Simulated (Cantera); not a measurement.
Charge: 1 mol Pb, 0.24 mol CO2, 81 mol H2, equilibrated at 825 K and 0.00220 bar.

These are equilibrium values from Cantera (NASA tables, ideal gas, pure condensed phases), not measurements of a reactor. Candidate condensed phases: C, C6H6, C7H8, C8H18, H2O, Pb, PbO, PbO2, Pb3O4; 113 gas species. Equilibrium is a limit: real reactors are often held back by kinetics, nucleation or transport.

Base state: H2 0.994, H2O 0.00298, CO 0.00287, Pb 6.52e-5, CH4 5.24e-5, CO2 3.07e-5 (mole fractions); condensed: Pb(l).

**Question.** What changes in the equilibrium state with this change: CO2 from 0.24 to 0.87 mol?

**Answer.** 
```csv
species,before,after
H2,0.994,0.979
H2O,0.00298,0.0103
CO,0.00287,0.0102
Pb,6.52e-5,6.52e-5
CO2,3.07e-5,0.000383
CH4,5.24e-5,5.13e-5
"Pb(l), mol",0.995,0.995
```

**Question.** What changes in the equilibrium state with this change: pressure from 0.00220 bar to 0.0133 bar?

**Answer.** 
```csv
species,before,after
H2,0.994,0.993
H2O,0.00298,0.00392
CO,0.00287,0.00195
CH4,5.24e-5,0.000987
Pb,6.52e-5,1.08e-5
CO2,3.07e-5,2.74e-5
"Pb(l), mol",0.995,0.999
```
